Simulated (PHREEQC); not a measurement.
Consider water at 35 °C with 0.00021 mol Ca(OH)2 per kg of water. Closed to the air; pH follows from the charge balance.

All values are PHREEQC results (ion-association model, phreeqc.dat), not measurements.

```
quantity          before     after
---------------  -------  --------
pH                 10.29      6.84
CaOH+ (mol/kgw)  6.21e-7  2.21e-10
```

Question: Name the change that produced these shifts.
A. temperature from 35 to 30 °C
B. Ca(OH)2 from 0.00021 to 0.0021 mol/kgw
C. Ca(OH)2 replaced by Ca(NO3)2 at the same molality
D. diluted 10-fold with water
E. Ca(OH)2 from 0.00021 to 0.000105 mol/kgw

Answer: C, Ca(OH)2 replaced by Ca(NO3)2 at the same molality

No solid was allowed to form.
